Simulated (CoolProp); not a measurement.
Vapour pressure (bar) of carbonyl sulfide: the reference equation beside estimates from Tc = 105.6 °C, pc = 63.69 bar, ω = 0.098.

The numbers come from the reference Helmholtz-energy equation of state, Lemmon 2006 in CoolProp. It is a short technical equation, of lower accuracy than the large ones.

| T (°C) | reference | Lee-Kesler | van der Waals | Redlich-Kwong | Soave-Redlich-Kwong | Peng-Robinson |
|---|---|---|---|---|---|---|
| 22.05 | 11.90 | 11.93 | ___ | 12.97 | 11.99 | 11.90 |
| 29.05 | 14.15 | 14.18 | 24.11 | 15.37 | 14.28 | 14.16 |
| 36.05 | 16.69 | 16.72 | 26.79 | ___ | 16.87 | 16.71 |
| 43.15 | 19.59 | 19.62 | 29.69 | 21.09 | 19.82 | 19.63 |
| 50.15 | 22.78 | 22.82 | 32.73 | 24.41 | 23.08 | 22.86 |
| 57.15 | 26.34 | ___ | 35.96 | 28.06 | 26.71 | 26.46 |
| 64.15 | 30.28 | 30.32 | 39.38 | 32.06 | 30.73 | 30.46 |
| 71.15 | 34.64 | 34.69 | 42.99 | 36.43 | ___ | 34.87 |
| 78.15 | 39.45 | ___ | 46.80 | 41.17 | 40.01 | 39.74 |
| 85.15 | 44.74 | 44.82 | 50.80 | 46.31 | 45.32 | 45.07 |
| 92.25 | 50.66 | 50.77 | 55.07 | 51.93 | 51.20 | 51.01 |

**Question.** Some entries are withheld; supply them.

**Answer.** 
- 22.05, van der Waals: 21.61
- 36.05, Redlich-Kwong: 18.05
- 57.15, Lee-Kesler: 26.37
- 71.15, Soave-Redlich-Kwong: 35.15
- 78.15, Lee-Kesler: 39.51

Absolute difference from the reference over all 11 rows, mean and median: Lee-Kesler 0.2 and 0.2 %, van der Waals 39.9 and 36.5 %, Redlich-Kwong 6.2 and 6.5 %, Soave-Redlich-Kwong 1.2 and 1.3 %, Peng-Robinson 0.4 and 0.5 %.
